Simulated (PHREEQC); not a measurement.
Synthetic water in mg/L, 25 °C, pH 3.71, pe 12.7:

| constituent | mg/L |
|---|---|
| Na | 444 |
| K | 135 |
| Ca | 143 |
| Mg | 269 |
| Cl | 476 |
| S(6) as SO4 | 1880 |
| Mn(2) | 1.39 |
| Cu(2) | 3.57 |
| Zn | 64.7 |
| B | 0.168 |

Valence states are taken as typed.

All values are PHREEQC results (ion-association model, wateq4f.dat), not measurements.

Problem. The ionic strength comes out as 0.0647 mol/kgw. What activity coefficients do H+, Na+, Ca+2, KSO4-, ZnCl+ get?

Solution. H+ 0.84, Na+ 0.81, Ca+2 0.44, KSO4- 0.81, ZnCl+ 0.80.

No solid was allowed to form. Complexes and solids missing from the database can't appear.
